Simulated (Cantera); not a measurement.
A diamond (100) surface in a fixed gas of H2 with x(CH4) = 0.023, x(CH3) = 0.00083, at 1250 K, 41.3 Torr; coverages are run to steady state.

Cantera simulation using the Harris–Goodwin 1993 mechanism for the reconstructed diamond (100) surface; the numbers are that mechanism's predictions, not measurements.

θ: site fractions in the mechanism's names (c6HH fully hydrogenated, c6H* and c6*H radical sites, c6** diradical, c6HM methylated).

```csv
x(H),growth (µm/h),θ c6HH,θ c6H*,θ c6*H,θ c6**,θ c6HM
0.0001,0.401,0.629,0.0280,0.327,0.00371,0.00255
0.00025,1.28,0.520,0.0359,0.418,0.00935,0.00355
0.00064,?,0.455,0.0403,0.470,?,?
0.0016,5.74,0.424,0.0422,0.492,0.0270,0.00508
0.0041,?,0.411,0.0431,0.502,?,0.00515
0.011,18.7,0.405,0.0436,0.506,0.0367,0.00446
0.027,29.8,0.404,0.0439,0.508,0.0381,0.00325
0.068,41.6,0.404,0.0446,0.509,0.0389,0.00190
0.17,50.2,0.404,0.0458,0.509,0.0396,0.000935
```

Task: Some entries are withheld; supply them.

Result: 
- 0.00064, growth (µm/h): 3.03
- 0.00064, θ c6**: 0.0182
- 0.00064, θ c6HM: 0.00447
- 0.0041, growth (µm/h): 10.3
- 0.0041, θ c6**: 0.0333
